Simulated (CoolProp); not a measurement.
Vapour-liquid equilibrium of propylene (1) + n-hexane (2) at 249.5 K; x and y are mole fractions of (1).

The numbers come from the multi-fluid Helmholtz-energy mixture model, Lemmon 2013 and Thol 2019; pair parameters Bell 2016 in CoolProp.

Problem. Give the bubble pressure and the first vapour's composition at x = 0.35, 0.5, 0.95. Is there an azeotrope?

Solution. x = 0.35: 0.09924 MPa, y = 0.988; x = 0.5: 0.1313 MPa, y = 0.993; x = 0.95: 0.2537 MPa, y = 1.000. No azeotrope shows between x = 0.05 and 0.95.

The pair parameters rest on a limited set of measurements; away from them the model extrapolates. The gap from Raoult's law changes sign with composition, which may be real or a fault of the pair parameters; it wasn't checked against measurements. With so large a gap from Raoult's law the liquid may split in two, which this calculation doesn't test in full.
